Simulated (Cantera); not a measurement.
Charge: 1 mol MgO, 1.1 mol O2, at 973.15 K and 75.0 Torr.

These are equilibrium values from Cantera (NASA tables, ideal gas, pure condensed phases), not measurements of a reactor. Candidate condensed phases: Mg, MgO; 6 gas species. Kinetics and transport are ignored.

What is the equilibrium state?


```
Item                                  Value
--------------------------------  ---------
x(O2)                                  1.00
n(MgO(s))                          1.00 mol
gas amount                        1.100 mol
log10 activity of Mg(l) (absent)     -26.13
```
